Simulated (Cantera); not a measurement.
A Cantera script and what it prints.

```python
import numpy as np
import cantera as ct

gas_names = """
    C CO CO2 C2 C2O C3 C3O2 C4 C5 Cu CuO Cu2 O O2 O3
""".split()
cond_names = """
    C(gr) Cu(cr) Cu(L) CuO(s) Cu2O(s) Cu2O(L)
""".split()


# ... load() reads the species with a 1 bar reference pressure and builds the phases ...
atoms = {
    'Cu2O': {'Cu': 2, 'O': 1},
    'C': {'C': 1},
    'CO': {'C': 1, 'O': 1},
}
top_T = {'C(gr)': 4500, 'CuO(s)': 1390}  # K; cautious upper limits of use, not melting points


# ... equilibrate(T, P, feed) seeds the gas with the atoms and calls Mixture.equilibrate('TP', solver="vcs", rtol=1e-11, max_steps=5000) ...
results = []
feed = {'Cu2O': 1, 'C': 0.77, 'CO': 0.23}  # mol
P = 133.322  # Pa
for T in [1023, 1073, 1123, 1173, 1223, 1273, 1323, 1373, 1423, 1473, 1523, 1573, 1623, 1673]:
    mix = equilibrate(T, P, feed)
    results.append((T, P, feed, dict(zip(mix.species_names, mix.species_moles))))
    x = sorted(zip(gas.X, gas.species_names), reverse=True)
    print(f"T = {T:g} K  P = {P:g} Pa  gas = {mix.phase_moles(0):.4g} mol")
    print("   x: " + "  ".join(f"{s} {v:.3e}" for v, s in x if v > 0.001))
    print("   condensed (mol): " + ("  ".join(f"{mix.phase(i).name} {mix.phase_moles(i):.4g}"
          for i in range(1, mix.n_phases) if mix.phase_moles(i) > 1e-12) or "none"))
```

Output:

```
T = 1023 K  P = 133.322 Pa  gas = 1 mol
   x: CO 7.700e-01  CO2 2.300e-01
   condensed (mol): Cu(cr) 2
T = 1073 K  P = 133.322 Pa  gas = 1 mol
   x: CO 7.700e-01  CO2 2.300e-01
   condensed (mol): Cu(cr) 2
T = 1123 K  P = 133.322 Pa  gas = 1 mol
   x: CO 7.700e-01  CO2 2.300e-01
   condensed (mol): Cu(cr) 2
T = 1173 K  P = 133.322 Pa  gas = 1 mol
   x: CO 7.700e-01  CO2 2.300e-01
   condensed (mol): Cu(cr) 2
T = 1223 K  P = 133.322 Pa  gas = 1 mol
   x: CO 7.700e-01  CO2 2.300e-01
   condensed (mol): Cu(cr) 2
T = 1273 K  P = 133.322 Pa  gas = 1 mol
   x: CO 7.700e-01  CO2 2.300e-01
   condensed (mol): Cu(cr) 2
T = 1323 K  P = 133.322 Pa  gas = 1 mol
   x: CO 7.698e-01  CO2 2.300e-01
   condensed (mol): Cu(cr) 2
T = 1373 K  P = 133.322 Pa  gas = 1.001 mol
   x: CO 7.695e-01  CO2 2.299e-01
   condensed (mol): Cu(L) 1.999
T = 1423 K  P = 133.322 Pa  gas = 1.002 mol
   x: CO 7.688e-01  CO2 2.296e-01  Cu 1.569e-03
   condensed (mol): Cu(L) 1.998
T = 1473 K  P = 133.322 Pa  gas = 1.004 mol
   x: CO 7.670e-01  CO2 2.291e-01  Cu 3.882e-03
   condensed (mol): Cu(L) 1.996
T = 1523 K  P = 133.322 Pa  gas = 1.009 mol
   x: CO 7.630e-01  CO2 2.279e-01  Cu 9.032e-03
   condensed (mol): Cu(L) 1.991
T = 1573 K  P = 133.322 Pa  gas = 1.02 mol
   x: CO 7.547e-01  CO2 2.254e-01  Cu 1.989e-02
   condensed (mol): Cu(L) 1.98
T = 1623 K  P = 133.322 Pa  gas = 1.044 mol
   x: CO 7.379e-01  CO2 2.204e-01  Cu 4.165e-02
   condensed (mol): Cu(L) 1.956
T = 1673 K  P = 133.322 Pa  gas = 1.091 mol
   x: CO 7.057e-01  CO2 2.108e-01  Cu 8.336e-02
   condensed (mol): Cu(L) 1.909
```

Method: chemical equilibrium by Gibbs-energy minimisation in Cantera with the NASA 1993 tables (ideal gas, pure condensed phases).
